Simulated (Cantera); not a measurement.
A closed system holds: 1 mol SiCl4, 23 mol NO, 49 mol H2, equilibrated at 1000 K and 380 Pa.

These are equilibrium values from Cantera (NASA tables, ideal gas, pure condensed phases), not measurements of a reactor. Candidate condensed phases: H2O, NH4Cl, Si, SiO2, Si2N2O, Si3N4; 47 gas species. Kinetics and transport are ignored.

Base state: H2 0.416, H2O 0.336, N2 0.184, HCl 0.0640 (mole fractions); condensed: SiO2(β-quartz).

Task: What changes in the equilibrium state with this change: SiCl4 replaced by SiF4?

Result: 
```
species              before   after
-------------------  ------  ------
H2                    0.416   0.416
H2O                   0.336   0.336
N2                    0.184   0.184
HCl                  0.0640       0
HF                        0  0.0640
SiO2(β-quartz), mol    1.00   1.000
```
